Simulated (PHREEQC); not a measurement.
Solution (25 °C): 0.0066 mol/kgw CuSO4, 0.083 mol/kgw HBF4 and 0.14 mol/kgw NaCl. Closed to the air; pH follows from the charge balance.

Equilibrium calculation in PHREEQC: ion-association model, wateq4f.dat.

Precipitation was switched off in this run.

**Question.** What pH, ionic strength, activity of water does the model give?

**Answer.** pH 1.22; ionic strength 0.236 mol/kgw; activity of water 0.992.

**Question.** In which forms is B present?

**Answer.** BF4- 94 %, H3BO3 3.2 %, BF3OH- 2.6 % of the B.

Complexes and solids missing from the database can't appear. Real BF4- forms and hydrolyses slowly; the run takes it at equilibrium.
